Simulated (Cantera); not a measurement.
Input: 1 mol MgCO3, 9.2 mol O2, held at 63.8 Torr.

Method: chemical equilibrium by Gibbs-energy minimisation in Cantera with the NASA 1993 tables (ideal gas, pure condensed phases). Candidate condensed phases: C, Mg, MgCO3, MgO; 15 gas species. Kinetics and transport are ignored. All values below are at 425 °C.

Base state: O2 0.902, CO2 0.0980 (mole fractions); condensed: MgO(s).

Question: What changes in the equilibrium state with this change: 0.67 mol H2 added?

Answer: 
| species | before | after |
|---|---|---|
| O2 | 0.902 | 0.841 |
| CO2 | 0.0980 | 0.0949 |
| H2O | 0 | 0.0636 |
| MgO(s), mol | 1.00 | 1.00 |
Further candidate phases: C6H6, C7H8, C8H18, H2O, Mg(OH)2.
